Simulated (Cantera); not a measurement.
Charge: 1 mol Cu₂O, 0.84 mol CH₄, 5.2 mol N₂, held at 0.0825 Torr.

Cantera equilibrium calculation (NASA polynomials, part measured and part estimated; ideal gas, pure solids and liquids). Candidate condensed phases: C, C₆H₆, C₇H₈, C₈H₁₈, Cu, CuO, Cu(OH)₂, Cu₂O, H₂O; 139 gas species. Rates play no part.

**Question.** Which condensed phases are stable at each of these points (T (°C)): 802, 852, 902, 952, 1002, 1052, 1102, 1152?

**Answer.** 
```tsv
T (°C)	condensed phases	Cu condensed (%)
802	Cu(s)	100.0
852	Cu(s)	100.0
902	Cu(s)	100.0
952	Cu(s)	99.9
1002	Cu(s)	99.7
1052	Cu(s)	99.0
1102	Cu(l)	97.1
1152	Cu(l)	92.2
```

From 802 °C to 1052 °C the condensed part is Cu(s). From 1102 °C to 1152 °C the condensed part is Cu(l).
